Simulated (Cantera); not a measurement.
A closed system holds: 1 mol C3H6, 39 mol H2, 2.4 mol N2, at 1330 Pa.

Cantera equilibrium calculation (NASA polynomials, part measured and part estimated; ideal gas, pure solids and liquids). Candidate condensed phases: C, C6H6, C7H8, C8H18; 92 gas species. Rates play no part.

Over these rows the condensed part is C(graphite). Partial pressures as log10 of bar:

```csv
T (K),1000/T (1/K),log p C2H2 (acetylene),log p H2,log p N2
1373,0.7283,-7.66,-1.90,-3.14
1473,0.6789,?,-1.90,-3.14
1573,0.6357,-6.58,-1.90,-3.14
1673,0.5977,-6.14,-1.90,-3.15
1773,0.5640,-5.75,-1.90,-3.15
1873,0.5339,-5.41,-1.90,-3.15
```

Fit log p(C2H2 (acetylene)) = a + b·(1000/T) to the five rows, give the apparent enthalpy, and predict the row at 1473 K.

Means: 1000/T = 0.6119, log p = -6.308. Sxy = -0.263004, Sxx = 0.0226954, so b = -11.59 and a = -6.308 − (-11.59)×0.6119 = 0.78.
Apparent enthalpy: −19.145 × (-11.59) = 222 kJ/mol. With the condensed phases at unit activity, 2 C(graphite) + H2(g) = C2H2 (acetylene)(g) links this pressure to the main gases: over the six rows their terms move log p by +0.00 in all, so the slope is close to that reaction's ΔH°. The five rows lie within 0.01 of the line.
Prediction at 1473 K: 0.78 + (-11.59)×0.6789 = -7.09. The computed value is -7.09, 0.00 from the line.
